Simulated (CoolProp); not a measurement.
Properties of CHF3 (R23) at several states (Tc = 26.1 °C, pc = 4832 kPa, ω = 0.263).

The numbers come from the reference Helmholtz-energy equation of state, Penoncello 2003 in CoolProp.

| T (°C) | p (kPa) | phase | cv (kJ/(kg K)) | Joule-Thomson coefficient (K/MPa) | isothermal compressibility (1/MPa) | expansivity (1/kK) |
|---|---|---|---|---|---|---|
| 70.55 | 3130 | gas | 0.7267 | 8.498 | 0.3820 | 5.124 |
| -98.35 | 167 | liquid | 0.7150 | -0.3158 | 0.001355 | 2.415 |
| 178.05 | 2200 | gas | 0.8264 | 3.945 | 0.4705 | 2.579 |
| 138.15 | 245 | gas | 0.7685 | 5.179 | 4.105 | 2.488 |
| -27.65 | 5530 | liquid | 0.7370 | -0.02863 | 0.004645 | 3.875 |
| 48.85 | 4910 | supercritical | 0.7921 | 10.00 | 0.3456 | 12.47 |
